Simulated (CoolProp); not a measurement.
Values from CoolProp's reference Helmholtz-energy equation of state, Thol 2017.

Problem. Give the vapour pressure (MPa), liquid density (kg/m³), vapour density (kg/m³), enthalpy of vaporisation (kJ/kg) of saturated octamethyltrisiloxane (MDM) at 420.6 K.

Solution. 
| T (K) | p (MPa) | liquid density (kg/m³) | vapour density (kg/m³) | enthalpy of vaporisation (kJ/kg) |
|---|---|---|---|---|
| 420.6 | 0.0887 | 681 | 6.43 | 155 |
